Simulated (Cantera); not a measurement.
An adiabatic, constant-volume homogeneous reactor starts with C₃H₈ : O₂ : N₂ = 1 : 10.6 : 40 (molar parts), at 1350 K and 3.55 atm. Integrator tolerance rtol = 1e-08.

Detailed kinetics in Cantera: GRI-Mech 3.0 (53 species, 325 reactions). GRI-Mech 3.0 was tuned for natural gas; its chemistry of propane as a main component is partial and can be far from experiment.

Problem. What does this change do: initial temperature 1350 to 1473 K?

Solution. 
```tsv
quantity	before	after
time of steepest temperature rise	0.207 ms	42.7 µs
temperature at 9.00 s	2521 K	2598 K
equilibrium temperature	2521 K	2598 K
x(C₃H₈) at 9.00 s	<1e-12 (gas-phase equilibrium <1e-12)	<1e-12 (gas-phase equilibrium <1e-12)
x(O₂) at 9.00 s	0.0971 (gas-phase equilibrium 0.0971)	0.0959 (gas-phase equilibrium 0.0959)
x(NO) at 9.00 s	0.0159 (gas-phase equilibrium 0.0159)	0.0179 (gas-phase equilibrium 0.0179)
x(NO₂) at 9.00 s	2.46e-5 (gas-phase equilibrium 2.46e-5)	2.48e-5 (gas-phase equilibrium 2.48e-5)
x(HCO) at 9.00 s	6.59e-10 (gas-phase equilibrium 6.59e-10)	1.42e-9 (gas-phase equilibrium 1.42e-9)
x(CH₂CO) at 9.00 s	<1e-12 (gas-phase equilibrium <1e-12)	<1e-12 (gas-phase equilibrium <1e-12)
x(CH₄) at 9.00 s	<1e-12 (gas-phase equilibrium <1e-12)	<1e-12 (gas-phase equilibrium <1e-12)
```

Problem. What does this change do: pressure from 3.55 atm to 24.7 atm?

Solution. 
| quantity | before | after |
|---|---|---|
| time of steepest temperature rise | 0.207 ms | 72.8 µs |
| temperature at 9.00 s | 2521 K | 2554 K |
| equilibrium temperature | 2521 K | 2554 K |
| x(C₃H₈) at 9.00 s | <1e-12 (gas-phase equilibrium <1e-12) | <1e-12 (gas-phase equilibrium <1e-12) |
| x(O₂) at 9.00 s | 0.0971 (gas-phase equilibrium 0.0971) | 0.0969 (gas-phase equilibrium 0.0969) |
| x(NO) at 9.00 s | 0.0159 (gas-phase equilibrium 0.0159) | 0.0168 (gas-phase equilibrium 0.0168) |
| x(NO₂) at 9.00 s | 2.46e-5 (gas-phase equilibrium 2.46e-5) | 6.66e-5 (gas-phase equilibrium 6.66e-5) |
| x(HCO) at 9.00 s | 6.59e-10 (gas-phase equilibrium 6.59e-10) | 5.95e-10 (gas-phase equilibrium 5.95e-10) |
| x(CH₂CO) at 9.00 s | <1e-12 (gas-phase equilibrium <1e-12) | <1e-12 (gas-phase equilibrium <1e-12) |
| x(CH₄) at 9.00 s | <1e-12 (gas-phase equilibrium <1e-12) | <1e-12 (gas-phase equilibrium <1e-12) |
The pressure lies above the range GRI-Mech 3.0 was tuned for (to about 10 atm).
